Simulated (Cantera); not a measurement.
Cantera run:

```python
import numpy as np
import cantera as ct

gas_names = [...]  # 136 gases of nasa_gas.yaml made of C, H, N, O
cond_names = """
    C(gr) C6H6(L) C7H8(L) C8H18(L),n-octa H2O(s) H2O(L)
""".split()


# ... load() reads the species with a 1 bar reference pressure and builds the phases ...
atoms = {
    'CO': {'C': 1, 'O': 1},
    'NH3': {'N': 1, 'H': 3},
    'N2': {'N': 2},
}
top_T = {'C(gr)': 4500}  # K; cautious upper limits of use, not melting points


# ... equilibrate(T, P, feed) seeds the gas with the atoms and calls Mixture.equilibrate('TP', solver="vcs", rtol=1e-11, max_steps=5000) ...
results = []
feed = {'CO': 1, 'NH3': 0.14, 'N2': 1.7}  # mol
T = 2525  # K
P = 660000  # Pa
mix = equilibrate(T, P, feed)
results.append((T, P, feed, dict(zip(mix.species_names, mix.species_moles))))
x = sorted(zip(gas.X, gas.species_names), reverse=True)
print(f"T = {T:g} K  P = {P:g} Pa  gas = {mix.phase_moles(0):.4g} mol")
print("   x: " + "  ".join(f"{s} {v:.3e}" for v, s in x if v > 1e-05))
print("   condensed (mol): " + ("  ".join(f"{mix.phase(i).name} {mix.phase_moles(i):.4g}"
      for i in range(1, mix.n_phases) if mix.phase_moles(i) > 1e-12) or "none"))
```

Result:

```
T = 2525 K  P = 660000 Pa  gas = 2.983 mol
   x: N2 5.931e-01  CO 3.347e-01  H2 6.862e-02  H 2.858e-03  HCN 2.893e-04  H2O 1.820e-04  CO2 1.417e-04  HNC 3.486e-05
   condensed (mol): none
```

Cantera equilibrium calculation (NASA polynomials, part measured and part estimated; ideal gas, pure solids and liquids).
